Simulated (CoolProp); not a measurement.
Acetone along the isotherm 488.9 K: density (kg/m³) from the reference equation and from simpler models built on Tc = 508.1 K, pc = 4.692 MPa, ω = 0.307; each cubic takes its own stable root.

Values from CoolProp's reference Helmholtz-energy equation of state, Lemmon 2006. It is a short technical equation, of lower accuracy than the large ones.

```json
[
 {"p (MPa)": "3.61", "phase": "liquid", "reference": "469.2", "Redlich-Kwong": "89.73", "Soave-Redlich-Kwong": "324.2", "Peng-Robinson": "364.6"},
 {"p (MPa)": "7.22", "phase": "liquid", "reference": "521.9", "Redlich-Kwong": "378.6", "Soave-Redlich-Kwong": "387.6", "Peng-Robinson": "433.9"},
 {"p (MPa)": "10.8", "phase": "liquid", "reference": "548.2", "Redlich-Kwong": "411.6", "Soave-Redlich-Kwong": "418.0", "Peng-Robinson": "467.6"},
 {"p (MPa)": "14.4", "phase": "liquid", "reference": "567.2", "Redlich-Kwong": "434.3", "Soave-Redlich-Kwong": "439.5", "Peng-Robinson": "491.4"},
 {"p (MPa)": "18", "phase": "liquid", "reference": "582.2", "Redlich-Kwong": "451.8", "Soave-Redlich-Kwong": "456.3", "Peng-Robinson": "509.9"},
 {"p (MPa)": "21.7", "phase": "liquid", "reference": "595.1", "Redlich-Kwong": "466.6", "Soave-Redlich-Kwong": "470.5", "Peng-Robinson": "525.5"},
 {"p (MPa)": "25.3", "phase": "liquid", "reference": "606.0", "Redlich-Kwong": "478.7", "Soave-Redlich-Kwong": "482.3", "Peng-Robinson": "538.4"},
 {"p (MPa)": "28.9", "phase": "liquid", "reference": "615.6", "Redlich-Kwong": "489.3", "Soave-Redlich-Kwong": "492.5", "Peng-Robinson": "549.6"},
 {"p (MPa)": "32.5", "phase": "liquid", "reference": "624.3", "Redlich-Kwong": "498.7", "Soave-Redlich-Kwong": "501.7", "Peng-Robinson": "559.5"},
 {"p (MPa)": "36.1", "phase": "liquid", "reference": "632.3", "Redlich-Kwong": "507.1", "Soave-Redlich-Kwong": "509.8", "Peng-Robinson": "568.4"},
 {"p (MPa)": "39.7", "phase": "liquid", "reference": "639.6", "Redlich-Kwong": "514.7", "Soave-Redlich-Kwong": "517.2", "Peng-Robinson": "576.5"},
 {"p (MPa)": "43.3", "phase": "liquid", "reference": "646.3", "Redlich-Kwong": "521.6", "Soave-Redlich-Kwong": "524.0", "Peng-Robinson": "583.8"},
 {"p (MPa)": "46.9", "phase": "liquid", "reference": "652.7", "Redlich-Kwong": "528.0", "Soave-Redlich-Kwong": "530.3", "Peng-Robinson": "590.6"}
]
```

At some of these states Redlich-Kwong gives the other phase, because its saturation line lies elsewhere.
